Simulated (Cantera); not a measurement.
Feed: 1 mol HMDSO, 0.97 mol N2O, 0.37 mol H2, equilibrated at 1100 K and 44.0 Pa.

Equilibrium computed with Cantera from the NASA thermochemical tables; the gas is ideal and each condensed phase is pure. Candidate condensed phases: C, C6H6, C7H8, C8H18, H2O, Si, SiC, SiO2, Si2N2O, Si3N4; 151 gas species. The feed counts by its element totals alone. Mutual solubility and eutectic melting of coexisting phases are not modelled. Rates play no part.

Base state: H2 0.922, CO 0.0739, N2 0.00424, CH4 1.34e-5 (mole fractions); condensed: C(graphite) + SiO2(β-quartz) + Si2N2O(s).

### Question
What changes in the equilibrium state with this change: pressure from 44.0 Pa to 0.133 bar?

### Answer
```csv
species,before,after
H2,0.922,0.963
N2,0.00424,0.0294
CH4,1.34e-5,0.00444
CO,0.0739,0.00312
H2O,2.68e-6,3.58e-5
"C(graphite), mol",5.25,5.93
"SiO2(β-quartz), mol",0.146,0.626
"Si2N2O(s), mol",0.927,0.687
```
